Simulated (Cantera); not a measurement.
A closed system holds: 1 mol Ti, 1.8 mol O₂, 78 mol H₂, equilibrated at 802 °C and 2.20 mbar.

Cantera equilibrium calculation (NASA polynomials, part measured and part estimated; ideal gas, pure solids and liquids). Candidate condensed phases: H₂O, Ti, TiO, TiO₂, Ti₂O₃, Ti₃O₅, Ti₄O₇; 12 gas species. Rates play no part.

Base state: H₂ 0.979, H₂O 0.0205 (mole fractions); condensed: TiO₂(rutile).

Question: What changes in the equilibrium state with this change: O₂ from 1.8 to 2.8 mol?

Answer: 
```
species            before   after
-----------------  ------  ------
H₂                  0.979   0.954
H₂O                0.0205  0.0462
TiO₂(rutile), mol    1.00    1.00
```

Question: What changes in the equilibrium state with this change: Ti replaced by Ti(OiPr)₄?

Answer: 
```
species            before    after
-----------------  ------  -------
H₂                  0.979    0.939
CO                      0   0.0606
CH₄                     0  8.75e-5
H₂O                0.0205  1.58e-5
TiO₂(rutile), mol    1.00        0
C(graphite), mol        0     6.06
Ti₃O₅(s), mol           0    0.333
```
The feed counts by its element totals alone. Further candidate phases: C, C₆H₆, C₇H₈, C₈H₁₈, TiC.
